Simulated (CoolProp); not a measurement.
A simple Rankine cycle with R1336mzz(E): condensing at 315.15 K, boiler at 1.3 MPa, turbine inlet 368.7 K, turbine efficiency 0.75, pump efficiency 0.7, no recuperator. Each further row changes one setting.

Values from CoolProp's reference Helmholtz-energy equation of state, Akasaka 2023.

```
case                             thermal efficiency (%)  net work (kJ/kg)  heat in (kJ/kg)  turbine exit temperature (K)  volume ratio over the turbine
-------------------------------  ----------------------  ----------------  ---------------  ----------------------------  -----------------------------
as stated                                           8.1              13.5              165                         334.2                           4.51
turbine inlet 388.7 K                               8.1              15.1       (withheld)                         356.6                           4.23
condensing temperature 307.15 K              (withheld)              16.3       (withheld)                         329.5                           5.84
boiler pressure 0.91 MPa                     (withheld)              11.0       (withheld)                    (withheld)                           2.86
turbine efficiency 0.65                      (withheld)              11.5              165                         336.4                           4.55
```

**Question.** Some entries are withheld; supply them.

**Answer.** 
- turbine inlet 388.7 K, heat in (kJ/kg): 187
- condensing temperature 307.15 K, thermal efficiency (%): 9.3
- condensing temperature 307.15 K, heat in (kJ/kg): 175
- boiler pressure 0.91 MPa, thermal efficiency (%): 6.3
- boiler pressure 0.91 MPa, heat in (kJ/kg): 174
- boiler pressure 0.91 MPa, turbine exit temperature (K): 346.4
- turbine efficiency 0.65, thermal efficiency (%): 7.0
